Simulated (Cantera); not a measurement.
Charge: 1 mol SiHCl₃, 0.36 mol CH₄, 760 mol H₂, equilibrated at 11.3 Torr.

Cantera equilibrium calculation (NASA polynomials, part measured and part estimated; ideal gas, pure solids and liquids). Candidate condensed phases: C, C₆H₆, C₇H₈, C₈H₁₈, Si, SiC; 109 gas species. The tables' values for SiCl are old estimates; treat these amounts as uncertain. Gases not in the tables: Si₂H₆ and higher silanes. Rates play no part.

x: gas mole fraction; n: condensed amount in mol.

| T (K) | x H₂ | x H | x HCl | x Si | x Cl | x C₂H₂ (acetylene) | n SiC(s) |
|---|---|---|---|---|---|---|---|
| 2050 | 0.977 | 0.0183 | 0.00382 | 0.000953 | 5.30e-5 | 0.000131 | 0.122 |
| 2100 | 0.970 | 0.0251 | 0.00379 | 0.00111 | 7.20e-5 | 0.000207 | 0 |
| 2150 | 0.961 | 0.0338 | 0.00375 | 0.00115 | 9.65e-5 | 0.000212 | 0 |
| 2200 | 0.950 | 0.0448 | 0.00370 | 0.00117 | 0.000127 | 0.000214 | 0 |
| 2250 | 0.936 | 0.0587 | 0.00364 | 0.00118 | 0.000165 | 0.000215 | 0 |
| 2300 | 0.919 | ? | 0.00356 | 0.00118 | ? | 0.000215 | 0 |
| 2350 | 0.898 | ? | 0.00347 | 0.00118 | ? | 0.000213 | 0 |
| 2400 | 0.873 | 0.121 | 0.00335 | 0.00117 | 0.000332 | 0.000210 | 0 |
| 2450 | 0.844 | 0.151 | 0.00322 | 0.00116 | 0.000408 | 0.000206 | 0 |

Task: Complete the blanks.

Result: 
- 2350, x H: 0.0965
- 2350, x Cl: 0.000267
- 2300, x H: 0.0757
- 2300, x Cl: 0.000211
